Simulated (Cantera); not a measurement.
Cantera run:

```python
import numpy as np
import cantera as ct

gas_names = """
    B BH BH2 BH3 BO BO2 B2 B2O B2O2 B2O3 B3O3H3 H HBO HBO2 HO2 H2 H2O H2O2 H3B3O6 O OH O2 O3
""".split()
cond_names = """
    B(b) B(L) B2O3(L) B3O3H3(cr) H2O(s) H2O(L)
""".split()


# ... load() reads the species with a 1 bar reference pressure and builds the phases ...
atoms = {
    'B': {'B': 1},
    'H2O': {'H': 2, 'O': 1},
    'H2': {'H': 2},
}
top_T = {}  # K; cautious upper limits of use, not melting points


# ... equilibrate(T, P, feed) seeds the gas with the atoms and calls Mixture.equilibrate('TP', solver="vcs", rtol=1e-11, max_steps=5000) ...
results = []
feed = {'B': 1, 'H2O': 9.1, 'H2': 0.81}  # mol
T = 1273.15  # K
P = 280  # Pa
mix = equilibrate(T, P, feed)
results.append((T, P, feed, dict(zip(mix.species_names, mix.species_moles))))
print(gas.report(threshold=0.0001))
for i in range(1, mix.n_phases):
    print(f"{mix.phase(i).name:16s} {mix.phase_moles(i):12.5e} mol")
```

Output:

```
       temperature   1273.2 K
          pressure   280 Pa
           density   0.00040504 kg/m^3
  mean mol. weight   15.313 kg/kmol
   phase of matter   gas

                          1 kg             1 kmol
                     ---------------   ---------------
          enthalpy       -1.0575e+07       -1.6193e+08  J
   internal energy       -1.1266e+07       -1.7251e+08  J
           entropy             18596        2.8475e+05  J/K
    Gibbs function        -3.425e+07       -5.2446e+08  J
 heat capacity c_p            2791.3             42742  J/K
 heat capacity c_v            2248.3             34428  J/K

                      mass frac. Y      mole frac. X     chem. pot. / RT
                     ---------------   ---------------   ---------------
              HBO2           0.10258          0.035851            -95.35
                H2          0.030141           0.22894           -25.491
               H2O           0.86455           0.73487           -54.704
            H3B3O6         0.0025782        0.00030035           -286.05
     [  +19 minor]        0.00014436        3.9006e-05

B(b)              0.00000e+00 mol
B2O3(L)           3.14271e-01 mol
B3O3H3(cr)        0.00000e+00 mol
```

These are equilibrium values from Cantera (NASA tables, ideal gas, pure condensed phases), not measurements of a reactor. Gases not in the tables: H3BO3.
